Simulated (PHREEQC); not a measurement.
KOH is added in steps, without added water, to 1 kg of water holding 26 mmol/kgw MgCl2, 0.39 mmol/kgw CO2 and 12 mmol/kgw MgSO4, at 25 °C. Oxygen is held at 0.21 atm. The system is closed to CO2. The run lets Brucite, Hydromagnesite, Epsomite precipitate or redissolve, and no other solid.

Base run: PHREEQC, ion-association model, wateq4f.dat. Each further column changes one thing. The table gives pH.

```tsv
KOH added (mol)	base	all activity coefficients set to 1	database pitzer.dat	Davies equation for every ion
0	4.89	4.86	4.91	4.90
0.0085	9.39	9.23	9.52	9.41
0.017	9.42	9.27	9.55	9.44
0.0255	9.46	9.32	9.58	9.47
0.034	9.50	9.37	9.62	9.51
0.0425	9.55	9.44	9.67	9.56
0.051	9.61	9.52	9.74	9.63
0.0595	9.71	9.63	9.83	9.72
0.068	9.86	9.81	9.98	9.87
0.0765	10.47	10.50	10.55	10.48
0.085	11.80	11.92	11.81	11.81
```

 pitzer.dat has no redox and few complexes: it carries them in its interaction parameters. Solids allowed in the column 'database pitzer.dat': Arcanite, Bischofite, Brucite, Carnallite, Epsomite, Hexahydrite, Kainite, Kalicinite, Kieserite, Leonite, Nesquehonite, Misenite, Schoenite, Sylvite, MgCl2_4H2O.
